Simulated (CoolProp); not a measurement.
Vapour-liquid equilibrium of toluene (1) + n-nonane (2) at 132.85 °C; x and y are mole fractions of (1).

Model: multi-fluid Helmholtz-energy mixture model, Lemmon 2006 and Lemmon 2006; pair parameters Bell 2016, in CoolProp.

| x | bubble pressure (MPa) | y at the bubble point | dew pressure at overall composition x (MPa) | liquid density (mol/L) |
|---|---|---|---|---|
| 0.05 | 0.06956 | 0.155 | 0.06387 | 4.978 |
| 0.15 | 0.08519 | 0.375 | 0.06924 | 5.197 |
| 0.25 | 0.09985 | 0.522 | 0.07556 | 5.435 |
| 0.35 | 0.1134 | 0.627 | 0.08307 | 5.694 |
| 0.45 | 0.1259 | 0.708 | 0.09213 | 5.978 |
| 0.55 | 0.1374 | 0.773 | 0.1032 | 6.291 |
| 0.65 | 0.1482 | 0.829 | 0.1167 | 6.637 |
| 0.75 | 0.1585 | 0.879 | 0.1332 | 7.022 |
| 0.85 | 0.1684 | 0.927 | 0.1525 | 7.453 |
| 0.95 | 0.1783 | 0.975 | 0.1731 | 7.937 |

No azeotrope shows between x = 0.05 and 0.95.

Pair parameters are fitted to limited data, so mixtures are less certain than the pure fluids.
